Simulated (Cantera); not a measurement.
An isothermal, constant-pressure homogeneous reactor starts with CO : O2 : H2O : N2 = 0.0028 : 0.011 : 0.00089 : 1 (molar parts), equivalence ratio 0.13, at 900 K and 1.48 atm. Integrator tolerance rtol = 1e-08.

Cantera simulation using GRI-Mech 3.0 (53 species, 325 reactions); the numbers are that mechanism's predictions, not measurements.

**Question.** What does this change do: pressure from 1.48 atm to 0.987 atm?

**Answer.** 
```
quantity                                            before                                      after
---------------  -----------------------------------------  -----------------------------------------
x(CO) at 100 s      0.00183 (gas-phase equilibrium <1e-12)     0.00181 (gas-phase equilibrium <1e-12)
x(O2) at 100 s      0.0104 (gas-phase equilibrium 0.00947)     0.0104 (gas-phase equilibrium 0.00947)
x(H2O) at 100 s  0.000876 (gas-phase equilibrium 0.000878)  0.000876 (gas-phase equilibrium 0.000878)
x(H) at 100 s      1.99e-10 (gas-phase equilibrium <1e-12)    4.57e-10 (gas-phase equilibrium <1e-12)
x(H2) at 100 s      1.02e-6 (gas-phase equilibrium <1e-12)     1.57e-6 (gas-phase equilibrium <1e-12)
```
